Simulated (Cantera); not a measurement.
What does this Cantera script print?

```python
import numpy as np
import cantera as ct

gas_names = """
    Fe FeO Fe(OH)2 H HNO HNO2 HNO3 HO2 H2 H2O H2O2 N NH NH2 NH3 NH2OH NO NO2 NO3 N2 N2H2 N2H4 N2O O OH
    O2 O3
""".split()
cond_names = """
    Fe(a) Fe(c) Fe(d) Fe(L) FeO(s) FeO(L) Fe(OH)2(s) Fe(OH)3(s) Fe2O3(s) Fe3O4(s) H2O(s) H2O(L)
""".split()


# ... load() reads the species with a 1 bar reference pressure and builds the phases ...
atoms = {
    'Fe3O4': {'Fe': 3, 'O': 4},
    'H2': {'H': 2},
    'N2': {'N': 2},
}
top_T = {'Fe2O3(s)': 1830, 'Fe3O4(s)': 1870}  # K; cautious upper limits of use, not melting points


# ... equilibrate(T, P, feed) seeds the gas with the atoms and calls Mixture.equilibrate('TP', solver="vcs", rtol=1e-11, max_steps=5000) ...
results = []
T = 1025  # K
P = 970000  # Pa
for m in [81, 130, 220, 370, 620, 1000, 1700]:
    feed = {'Fe3O4': 1, 'H2': m, 'N2': 3.5}  # mol
    mix = equilibrate(T, P, feed)
    results.append((T, P, feed, dict(zip(mix.species_names, mix.species_moles))))
    x = sorted(zip(gas.X, gas.species_names), reverse=True)
    print(f"T = {T:g} K  P = {P:g} Pa  n(H2) = {m:g} mol  gas = {mix.phase_moles(0):.4g} mol")
    print("   x: " + "  ".join(f"{s} {v:.3e}" for v, s in x if v > 0.0001))
    print("   condensed (mol): " + ("  ".join(f"{mix.phase(i).name} {mix.phase_moles(i):.4g}"
          for i in range(1, mix.n_phases) if mix.phase_moles(i) > 1e-12) or "none"))
```

It prints:

```
T = 1025 K  P = 970000 Pa  n(H2) = 81 mol  gas = 84.43 mol
   x: H2 9.107e-01  H2O 4.738e-02  N2 4.103e-02  NH3 8.456e-04
   condensed (mol): Fe(a) 3
T = 1025 K  P = 970000 Pa  n(H2) = 130 mol  gas = 133.4 mol
   x: H2 9.434e-01  H2O 2.998e-02  N2 2.588e-02  NH3 7.080e-04
   condensed (mol): Fe(a) 3
T = 1025 K  P = 970000 Pa  n(H2) = 220 mol  gas = 223.4 mol
   x: H2 9.661e-01  H2O 1.791e-02  N2 1.539e-02  NH3 5.657e-04
   condensed (mol): Fe(a) 3
T = 1025 K  P = 970000 Pa  n(H2) = 370 mol  gas = 373.3 mol
   x: H2 9.797e-01  H2O 1.071e-02  N2 9.152e-03  NH3 4.455e-04
   condensed (mol): Fe(a) 3
T = 1025 K  P = 970000 Pa  n(H2) = 620 mol  gas = 623.3 mol
   x: H2 9.878e-01  H2O 6.418e-03  N2 5.442e-03  NH3 3.478e-04
   condensed (mol): Fe(a) 3
T = 1025 K  P = 970000 Pa  n(H2) = 1000 mol  gas = 1003 mol
   x: H2 9.924e-01  H2O 3.987e-03  N2 3.351e-03  NH3 2.749e-04
   condensed (mol): Fe(a) 3
T = 1025 K  P = 970000 Pa  n(H2) = 1700 mol  gas = 1703 mol
   x: H2 9.955e-01  H2O 2.349e-03  N2 1.950e-03  NH3 2.106e-04
   condensed (mol): Fe(a) 3
```

Cantera equilibrium calculation (NASA polynomials, part measured and part estimated; ideal gas, pure solids and liquids).
